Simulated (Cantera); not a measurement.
Input (Python, Cantera) and output of one run.

```python
import numpy as np
import cantera as ct

gas_names = """
    H2O NbO2 OH
""".split()
cond_names = """
    Nb2O5(s) Nb2O5(L)
""".split()


# ... load() reads the species with a 1 bar reference pressure and builds the phases ...
species = {s.name: s for s in load("nasa_gas.yaml", gas_names) + load("nasa_condensed.yaml", cond_names)}
# Each term lists the table entries of one substance; the one whose range holds T is used.
reactions = {
    'Nb2O5 + H2O(g) = 2 NbO2(g) + 2 OH(g)':
        [(-1, ['Nb2O5(s)', 'Nb2O5(L)']), (-1, ['H2O']), (2, ['NbO2']), (2, ['OH'])],
}


def pick(names, T):
    return next(species[n] for n in names if species[n].thermo.min_temp <= T <= species[n].thermo.max_temp)


results = []
for label, terms in reactions.items():
    print(label)
    print("     T/K   dH/kJ  dS/(J/K)   dG/kJ   log10 K")
    for T in [300, 1998, 2073, 2148, 2223, 2298, 2373, 2448, 2523, 2598]:
        used = [(nu, pick(names, T)) for nu, names in terms]
        dH = sum(nu * s.thermo.h(T) for nu, s in used) / 1e6
        dS = sum(nu * s.thermo.s(T) for nu, s in used) / 1e3
        dG = dH - T * dS / 1e3
        logK = -dG * 1e6 / (ct.gas_constant * T * np.log(10))
        results.append((label, T, dH, dS, dG, logK, [s.name for _, s in used]))
        print(f"{T:8g} {dH:8.1f} {dS:8.1f} {dG:8.1f} {logK:8.2f}")
```

Result:

```
Nb2O5 + H2O(g) = 2 NbO2(g) + 2 OH(g)
     T/K   dH/kJ  dS/(J/K)   dG/kJ   log10 K
     300   1820.0    587.0   1643.9  -286.23
    1998   1630.9    450.6    730.6   -19.10
    2073   1622.7    446.6    697.0   -17.56
    2148   1614.5    442.7    663.6   -16.14
    2223   1606.3    438.9    630.6   -14.82
    2298   1598.2    435.3    597.8   -13.59
    2373   1590.0    431.8    565.3   -12.44
    2448   1581.8    428.4    533.0   -11.37
    2523   1573.6    425.1    501.0   -10.37
    2598   1565.4    421.9    469.2    -9.43
```

Cantera with NASA thermochemical tables; ideal gases at 1 bar, condensed phases pure. Condensed species are held in their standard states even where they would react or evaporate.
